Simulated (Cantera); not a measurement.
A Cantera script and its output.

```python
import numpy as np
import cantera as ct

gas = ct.Solution("h2o2.yaml")
gas.TPX = 975, 940, {'H2': 0.016, 'O2': 1, 'H2O': 0.022}
inlet = ct.Reservoir(gas, clone=True)

reactor = ct.IdealGasConstPressureReactor(gas, energy="off", clone=False)
exhaust = ct.Reservoir(gas, clone=True)
tau = [1, 0.47, 0.21, 0.098, 0.045, 0.021, 0.0094, 0.0043, 0.002][0]
for a, b in ((inlet, reactor), (reactor, exhaust)):
    ct.MassFlowController(a, b, mdot=lambda t: reactor.mass / tau)
net = ct.ReactorNet([reactor])
show = ['H2', 'O2', 'OH', 'O', 'H2O']

rows = []
print(f"{'tau/s':>10s}{'T/K':>9s}" + "".join(f"{s:>11s}" for s in show))
for tau in [1, 0.47, 0.21, 0.098, 0.045, 0.021, 0.0094, 0.0043, 0.002]:
    net.initial_time = 0.0
    net.advance(30 * tau)
    before = gas.X
    net.advance(40 * tau)
    drift = np.max(np.abs(gas.X - before) / (gas.X + 1e-9))
    rows.append([gas.T, *gas[show].X, drift])
    print(f"{tau:10.3e}{gas.T:9.1f}" + "".join(f"{x:11.3e}" for x in gas[show].X))
```

It prints:

```
     tau/s      T/K         H2         O2         OH          O        H2O
 1.000e+00    975.0  2.947e-04  9.620e-01  2.694e-04  9.889e-04  3.639e-02
 4.700e-01    975.0  4.517e-04  9.614e-01  3.561e-04  1.496e-03  3.613e-02
 2.100e-01    975.0  7.151e-04  9.605e-01  4.788e-04  2.237e-03  3.569e-02
 9.800e-02    975.0  1.114e-03  9.595e-01  6.277e-04  3.100e-03  3.504e-02
 4.500e-02    975.0  1.779e-03  9.583e-01  8.098e-04  4.003e-03  3.402e-02
 2.100e-02    975.0  2.862e-03  9.574e-01  9.976e-04  4.619e-03  3.255e-02
 9.400e-03    975.0  4.802e-03  9.572e-01  1.147e-03  4.584e-03  3.034e-02
 4.300e-03    975.0  7.920e-03  9.584e-01  1.114e-03  3.590e-03  2.736e-02
 2.000e-03    975.0  1.229e-02  9.611e-01  6.766e-04  1.660e-03  2.366e-02
```

Cantera simulation using the H2/O2 subset of GRI-Mech 3.0, which has no nitrogen chemistry; the numbers are that mechanism's predictions, not measurements. Radical loss at walls, strong at low pressure, is not modelled.
